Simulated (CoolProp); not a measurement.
A Linde-Hampson liquefier for CF4 (R14): isothermal reversible compression at 320 K from 1 atm to 25 MPa, throttling to 1 atm, return gas leaving the recuperator 2 K below the feed. Each further row changes one setting.

The numbers come from the reference Helmholtz-energy equation of state, Platzer 1990 in CoolProp. This equation is an older, rougher fit; its heat capacities, sound speeds and derivatives of the liquid may be far off and weren't checked against measurements.

```
case                        liquid yield per pass  compression work (kJ/kg of gas)
--------------------------  ---------------------  -------------------------------
as stated                                     ___                              154
high pressure 50 MPa                          ___                              ___
warm-end temperature 350 K                    ___                              ___
warm-end gap 7 K                              ___                              154
```

Q: Complete the blanks.

A: 
- as stated, liquid yield per pass: 0.237
- high pressure 50 MPa, liquid yield per pass: 0.245
- high pressure 50 MPa, compression work (kJ/kg of gas): 178
- warm-end temperature 350 K, liquid yield per pass: 0.183
- warm-end temperature 350 K, compression work (kJ/kg of gas): 173
- warm-end gap 7 K, liquid yield per pass: 0.225
